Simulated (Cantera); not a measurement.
Input: 1 mol SiCl4, 6.4 mol H2, equilibrated at 1325 K and 0.440 bar.

Cantera equilibrium calculation (NASA polynomials, part measured and part estimated; ideal gas, pure solids and liquids). Candidate condensed phases: Si; 19 gas species. The tables' values for SiCl3 are old estimates; treat these amounts as uncertain. Rates play no part.

Base state: H2 0.773, HCl 0.0970, SiCl4 0.0610, SiCl2 0.0260, SiHCl3 0.0249, SiCl3 0.0171, SiH2Cl2 0.00145, SiH3Cl 2.41e-5 (mole fractions); condensed: gas only.

Task: What changes in the equilibrium state with this change: SiCl4 replaced by SiH2Cl2?

Result: 
```tsv
species	before	after
H2	0.773	0.870
HCl	0.0970	0.0729
SiCl4	0.0610	0.0197
SiCl3	0.0171	0.00779
SiHCl3	0.0249	0.0120
SiCl2	0.0260	0.0168
SiH2Cl2	0.00145	0.00105
SiH3Cl	2.41e-5	2.61e-5
Si(s), mol	0	0.535
```
